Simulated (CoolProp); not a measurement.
Computed with CoolProp (reference Helmholtz-energy equation of state, Zhou 2012).

Task: For ethylbenzene, give the phase and the density (kg/m³), cp (kJ/(kg K)), cv (kJ/(kg K)), Joule-Thomson coefficient (K/MPa) at 187.85 °C and 0.906 MPa.

Result: 
- 187.85 °C and 0.906 MPa: liquid; density 707, cp 2.34, cv 1.88, Joule-Thomson coefficient -0.161
